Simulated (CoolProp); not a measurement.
Model: reference Helmholtz-energy equation of state, de Vries 1995, in CoolProp.

**Question.** Give the vapour pressure (bar), liquid density (kg/m³), vapour density (kg/m³) of saturated R124 at -72.35, -61.25, -55.65 °C.

**Answer.** 
```json
[
 {"T (°C)": "-72.35", "p (bar)": "0.0316", "liquid density (kg/m³)": "1640", "vapour density (kg/m³)": "0.259"},
 {"T (°C)": "-61.25", "p (bar)": "0.0715", "liquid density (kg/m³)": "1610", "vapour density (kg/m³)": "0.557"},
 {"T (°C)": "-55.65", "p (bar)": "0.104", "liquid density (kg/m³)": "1600", "vapour density (kg/m³)": "0.791"}
]
```
